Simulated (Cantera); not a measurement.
Charge: 1 mol Si(CH3)4, 0.0048 mol C3H8, 330 mol H2, equilibrated at 2273 K and 3300 Pa.

Method: chemical equilibrium by Gibbs-energy minimisation in Cantera with the NASA 1993 tables (ideal gas, pure condensed phases). Candidate condensed phases: C, C6H6, C7H8, C8H18, Si, SiC; 87 gas species. Gases not in the tables: Si2H6 and higher silanes. Equilibrium is a limit: real reactors are often held back by kinetics, nucleation or transport.

### Question
What is the equilibrium state?

### Answer
* **x(H2)**: 0.949
* **x(H)**: 0.0450
* **x(C2H2 (acetylene))**: 0.00358
* **x(Si)**: 0.00219
* **x(SiC2)**: 0.000275
* **x(SiH)**: 0.000149
* **x(Si2C)**: 0.000121
* **x(SiH2)**: 3.89e-5
* **x(C2H)**: 7.16e-6
* **n(C(graphite))**: 1.30 mol
* **gas amount**: 344.7 mol
* **log10 activity of Si(l) (absent)**: -1.01
